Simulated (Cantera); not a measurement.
Charge: 1 mol B, 20 mol H₂O, 0.33 mol N₂, 0.15 mol O₂, at 86000 Pa.

Cantera equilibrium calculation (NASA polynomials, part measured and part estimated; ideal gas, pure solids and liquids). Candidate condensed phases: B, BN, B₂O₃, B₃O₃H₃, H₂O; 39 gas species. The numbers say what is thermodynamically allowed, not how fast it happens.

### Question
At 1777 °C, list the 7 most abundant gas species with their mole fractions, and the condensed phases.

### Answer
H₂O 0.877, H₂ 0.0579, HBO₂ 0.0473, N₂ 0.0158, OH 0.000975, H 0.000589, B₂O₃ 0.000288. Condensed: gas only.
